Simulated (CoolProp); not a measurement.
Vapour-liquid equilibrium of propylene (1) + R114 (2) at 310.1 K; x and y are mole fractions of (1).

Values from CoolProp's multi-fluid Helmholtz-energy mixture model, Lemmon 2013 and Platzer 1990; pair parameters Bell 2016. This equation is an older, rougher fit; its heat capacities, sound speeds and derivatives of the liquid may be far off and weren't checked against measurements.

```json
[
 {"x": "0.05", "bubble pressure, mixture model (MPa)": "0.3846", "bubble pressure, Raoult's law (MPa)": "0.3710", "y, mixture model": "0.216", "y, Raoult's law": "0.207"},
 {"x": "0.15", "bubble pressure, mixture model (MPa)": "0.5338", "bubble pressure, Raoult's law (MPa)": "0.4938", "y, mixture model": "0.470", "y, Raoult's law": "0.467"},
 {"x": "0.25", "bubble pressure, mixture model (MPa)": "0.6771", "bubble pressure, Raoult's law (MPa)": "0.6166", "y, mixture model": "0.612", "y, Raoult's law": "0.623"},
 {"x": "0.35", "bubble pressure, mixture model (MPa)": "0.8109", "bubble pressure, Raoult's law (MPa)": "0.7394", "y, mixture model": "0.703", "y, Raoult's law": "0.728"},
 {"x": "0.45", "bubble pressure, mixture model (MPa)": "0.9342", "bubble pressure, Raoult's law (MPa)": "0.8621", "y, mixture model": "0.767", "y, Raoult's law": "0.802"},
 {"x": "0.55", "bubble pressure, mixture model (MPa)": "1.049", "bubble pressure, Raoult's law (MPa)": "0.9849", "y, mixture model": "0.816", "y, Raoult's law": "0.859"},
 {"x": "0.65", "bubble pressure, mixture model (MPa)": "1.157", "bubble pressure, Raoult's law (MPa)": "1.108", "y, mixture model": "0.858", "y, Raoult's law": "0.902"},
 {"x": "0.75", "bubble pressure, mixture model (MPa)": "1.263", "bubble pressure, Raoult's law (MPa)": "1.230", "y, mixture model": "0.897", "y, Raoult's law": "0.937"},
 {"x": "0.85", "bubble pressure, mixture model (MPa)": "1.370", "bubble pressure, Raoult's law (MPa)": "1.353", "y, mixture model": "0.936", "y, Raoult's law": "0.966"},
 {"x": "0.95", "bubble pressure, mixture model (MPa)": "1.480", "bubble pressure, Raoult's law (MPa)": "1.476", "y, mixture model": "0.977", "y, Raoult's law": "0.990"}
]
```

The largest gap from Raoult's law is +9.8 % in bubble pressure, at x = 0.25. No azeotrope shows between x = 0.05 and 0.95.

Pair parameters are fitted to limited data, so mixtures are less certain than the pure fluids.
